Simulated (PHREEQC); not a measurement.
# Arsenic or selenium liquor (model solution)

Solution (20 °C): 0.012 mol H2SeO4, 1.65 mol HCl and 0.00018 mol FeCl3 per kg of water. Closed to the air; pH follows from the charge balance.

Model: ion-association model, wateq4f.dat, run in PHREEQC.

No solid was allowed to form.

Question: Predict the pH, activity of water.

Answer: pH -0.09; activity of water 0.943.

Question: In which forms is Fe present?

Answer: FeCl+2 52 %, FeCl2+ 41 %, Fe+3 5.1 %, FeCl3 2.4 % of the Fe.

Ionic strength above about 0.7 mol/kgw puts this run outside the model's range.
